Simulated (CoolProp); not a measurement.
The fluid at 298.15 K and 8.58 MPa flows at 1.1 m/s in a round tube of 100 mm bore and 45 µm roughness, fully developed (64/Re and Nu = 3.66 if laminar; Colebrook and Gnielinski if turbulent). The same conditions are run with several fluids, on thermodynamics alone (safety and materials aside).

Values from CoolProp's reference Helmholtz-energy equation of state of each fluid (water: Wagner 2002; n-nonane: Lemmon 2006; propane: Lemmon 2009; o-xylene: Zhou 2012; n-octane: Beckmüller 2019).

Task: Rank water, n-nonane, propane, o-xylene, n-octane by Reynolds number, highest first.

Result: propane (507000), n-octane (139000), water (124000), o-xylene (119000), n-nonane (111000)

```
fluid     Darcy friction factor  pressure drop (Pa/m)  heat-transfer coefficient (W/(m² K))  mass flow (kg/h)
--------  ---------------------  --------------------  ------------------------------------  ----------------
water                    0.0196                   118                                  4520             31100
n-nonane                 0.0198                  86.6                                  1160             22400
propane                  0.0173                  53.7                                  1970             15900
o-xylene                 0.0197                   105                                  1210             27400
n-octane                 0.0193                  82.4                                  1290             22000
```

Transport values come from each fluid's own correlations.
